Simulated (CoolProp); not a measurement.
The fluid at 452.3 K and 0.572 MPa expands adiabatically to 0.07 MPa with isentropic efficiency 0.9. The same conditions are run with several fluids, on thermodynamics alone (safety and materials aside).

Computed with CoolProp (reference Helmholtz-energy equation of state of each fluid (methanol: de Reuck 1993; carbonyl sulfide: Lemmon 2006; R407C: Lemmon 2003; 1,2-dichloroethane: Thol 2015; sulfur dioxide: Gao 2016)). Blends and air are pseudo-pure fits.

| fluid | work (kJ/kg) | final temperature (K) | final density (kg/m³) |
|---|---|---|---|
| methanol | 182 | 335.9 | 0.828 |
| carbonyl sulfide | 97.0 | 320.0 | 1.59 |
| R407C | 73.8 | 376.2 | 1.94 |
| 1,2-dichloroethane | 62.2 | 377.4 | 2.25 |
| sulfur dioxide | 89.7 | 313.8 | 1.74 |
